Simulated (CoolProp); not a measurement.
Vapour-liquid equilibrium of carbon dioxide (1) + R227EA (2) at 264.2 K; x and y are mole fractions of (1).

Values from CoolProp's multi-fluid Helmholtz-energy mixture model, Span 1996 and Lemmon 2016; pair parameters Bell 2016.

| x | bubble pressure, mixture model (MPa) | bubble pressure, Raoult's law (MPa) | y, mixture model | y, Raoult's law |
|---|---|---|---|---|
| 0.05 | 0.2419 | 0.2675 | 0.437 | 0.510 |
| 0.2 | 0.5700 | 0.6561 | 0.778 | 0.832 |
| 0.35 | 0.9113 | 1.045 | 0.874 | 0.914 |
| 0.5 | 1.265 | 1.433 | 0.921 | 0.952 |
| 0.65 | 1.644 | 1.822 | 0.952 | 0.973 |
| 0.8 | 2.068 | 2.211 | 0.975 | 0.988 |
| 0.95 | 2.554 | 2.599 | 0.994 | 0.997 |

The largest gap from Raoult's law is -13.1 % in bubble pressure, at x = 0.2. No azeotrope shows between x = 0.05 and 0.95.

Pair parameters are fitted to limited data, so mixtures are less certain than the pure fluids.
